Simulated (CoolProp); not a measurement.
Vapour pressure (MPa) of octamethylcyclotetrasiloxane (D4): the reference equation beside estimates from Tc = 313.4 °C, pc = 1.347 MPa, ω = 0.598. Clausius-Clapeyron is anchored at 164.45 °C with a constant enthalpy of vaporisation of 40.13 kJ/mol.

Computed with CoolProp (reference Helmholtz-energy equation of state, Thol 2015).

```csv
T (°C),reference,Lee-Kesler,Clausius-Clapeyron
139.65,0.03650,0.03650,0.03885
143.75,0.04147,0.04144,0.04358
147.95,0.04710,0.04705,0.04891
152.05,0.05317,0.05310,0.05463
156.15,0.05984,0.05974,0.06088
160.35,0.06734,0.06721,0.06789
164.45,0.07535,0.07520,0.07535
168.55,0.08410,0.08392,0.08348
172.75,0.09385,0.09365,0.09253
176.85,0.1042,0.1040,0.1021
181.05,0.1157,0.1155,0.1128
185.15,0.1279,0.1276,0.1240
189.25,0.1410,0.1407,0.1361
193.45,0.1555,0.1552,0.1496
```

Absolute difference from the reference over all 14 rows, mean and median: Lee-Kesler 0.2 and 0.2 %, Clausius-Clapeyron 2.7 and 2.6 %.
